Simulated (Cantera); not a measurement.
Cantera with NASA thermochemical tables; ideal gases at 1 bar, condensed phases pure. Values are per mole of reaction as written; species without (g) are pure solids or liquids, kept so even where they would boil at 1 bar. ZrN: taken at fixed stoichiometry.

Problem. Between 1325 and 1450 K, where is each reaction favourable under standard conditions?
- 3 N₂(g) + 6 ZrO₂(g) = 6 ZrN + 4 O₃(g)
- ZrO₂(g) + NO₂(g) = 4 O(g) + ZrN

Solution. 
- 3 N₂(g) + 6 ZrO₂(g) = 6 ZrN + 4 O₃(g): ΔG° is 1386 kJ at 1325 K and 1499 kJ at 1450 K; it stays positive (K < 1). ΔH° is 200 kJ and ΔS° -896 J/K at 1450 K.
- ZrO₂(g) + NO₂(g) = 4 O(g) + ZrN: ΔG° is 625 kJ at 1325 K and 597 kJ at 1450 K; it stays positive (K < 1). ΔH° is 919 kJ and ΔS° 222 J/K at 1450 K.
